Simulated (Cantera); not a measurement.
An isothermal, constant-pressure homogeneous reactor starts with H₂ : O₂ : N₂ = 0.17 : 1 : 1.9 (molar parts), equivalence ratio 0.085, at 925 K and 0.0390 bar.

Computed with Cantera and the H2/O2 subset of GRI-Mech 3.0, which has no nitrogen chemistry. Radical loss at walls, strong at low pressure, is not modelled. Below about 950 K walls govern HO2 and H2O2 in real vessels. The temperature is held fixed by assumption; the heat of reaction is taken as removed at once.

x: mole fraction; the columns are a selection and need not sum to one.

| t (s) | x H₂ | x O₂ | x OH | x HO₂ | x H₂O | x H₂O₂ | x H |
|---|---|---|---|---|---|---|---|
| 4.00e-5 | 0.0554 | 0.326 | <1e-12 | 2.24e-12 | <1e-12 | <1e-12 | 2.09e-12 |
| 0.000107 | 0.0554 | 0.326 | <1e-12 | 6.08e-12 | <1e-12 | <1e-12 | 5.48e-12 |
| 0.000286 | 0.0554 | 0.326 | 2.87e-12 | 1.69e-11 | 9.11e-12 | <1e-12 | 1.71e-11 |
| 0.000765 | 0.0554 | 0.326 | 2.22e-11 | 5.46e-11 | 1.46e-10 | <1e-12 | 1.12e-10 |
| 0.00205 | 0.0554 | 0.326 | 1.71e-9 | 1.21e-9 | 1.44e-8 | <1e-12 | 8.38e-9 |
| 0.00547 | 0.0537 | 0.325 | 0.000142 | 8.51e-6 | 0.00127 | 3.14e-8 | 0.000696 |
| 0.0146 | 0.00118 | 0.306 | 0.000392 | 9.62e-6 | 0.0552 | 4.23e-7 | 0.000567 |
| 0.0391 | 0.000199 | 0.307 | 6.92e-5 | 3.37e-6 | 0.0567 | 2.07e-7 | 1.07e-5 |
| 0.105 | 4.85e-5 | 0.307 | 2.72e-5 | 1.15e-6 | 0.0569 | 1.11e-7 | 8.29e-7 |
| 0.280 | 9.81e-6 | 0.307 | 1.26e-5 | 3.20e-7 | 0.0569 | 5.24e-8 | 7.62e-8 |
| 0.748 | ___ | 0.307 | ___ | ___ | 0.0569 | ___ | ___ |
| 2.00 | 1.43e-7 | 0.307 | 2.73e-6 | 1.44e-8 | 0.0569 | 8.26e-9 | 5.71e-10 |

Question: Some entries are withheld; supply them.

Answer: 
- 0.748, x H₂: 1.42e-6
- 0.748, x OH: 5.84e-6
- 0.748, x HO₂: 6.93e-8
- 0.748, x H₂O₂: 2.19e-8
- 0.748, x H: 6.39e-9
